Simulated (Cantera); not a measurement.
Charge: 1 mol SiC, 0.037 mol CO₂, 55 mol H₂, held at 200 Pa.

Points: T (K) = 1000, 1100, 1200, 1300, 1400, 1500, 1600, 1700, 1800, 1900, 2000, 2100, 2200.

Cantera's Mixture.equilibrate('TP', solver="vcs", rtol=1e-11, max_steps=5000) on the NASA tables stopped like this:

```
ERROR: FAILURE its = 5001!

*******************************************************************************
CanteraError thrown by MultiPhase::equilibrate:
VCS solver failed. Return code: -1
*******************************************************************************
```

Problem. What got this run through?

Solution. Several could match; the one computed here: The failure is numerical, not chemical. The same input converged with solver="gibbs", rtol=1e-10, max_steps=50000, and the result passed a check of the equilibrium conditions:
```
log10 of partial pressures in bar; condensed amounts in mol
       T/K        H2         H        Si C2H2,acet      SiC2        CO     C(gr)    SiC(b) SiO2(hqz)
      1000    -2.699    -9.994   -19.160   -11.642   -24.746    -6.904   0.05835    0.9647   0.03528
      1100    -2.699    -8.937   -16.489   -10.975   -21.697    -5.761         0    0.9868   0.01314
      1200    -2.699    -8.054   -13.646   -11.659   -19.780    -5.742         0     0.987   0.01113
      1300    -2.700    -7.306   -11.566   -11.591   -17.838    -5.696         0    0.9815         0
      1400    -2.700    -6.663   -10.191   -10.724   -15.774    -5.696         0    0.9815         0
      1500    -2.700    -6.104    -9.000    -9.975   -13.988    -5.696         0    0.9815         0
      1600    -2.700    -5.615    -7.962    -9.316   -12.427    -5.695         0    0.9813         0
      1700    -2.701    -5.182    -7.062    -8.705   -11.038    -5.687         0    0.9801         0
      1800    -2.703    -4.798    -6.345    -8.002    -9.724    -5.650         0    0.9743         0
      1900    -2.708    -4.454    -5.913    -6.959    -8.343    -5.596         0    0.9595         0
      2000    -2.716    -4.147    -5.523    -6.030    -7.105    -5.586         0    0.9048         0
      2100    -2.733    -3.873    -4.983    -5.573    -6.174    -5.593    0.1104    0.6491         0
      2200    -2.763    -3.631    -4.554    -5.354    -5.571    -5.609    0.5038         0         0
```

The gas is ideal and each condensed phase is pure. Mutual solubility and eutectic melting of coexisting phases are not modelled. The tables hold silica as quartz up to 1696 K and as liquid above; real silica turns to tridymite and cristobalite and melts near 1996 K. Gases not in the tables: Si2H6 and higher silanes.
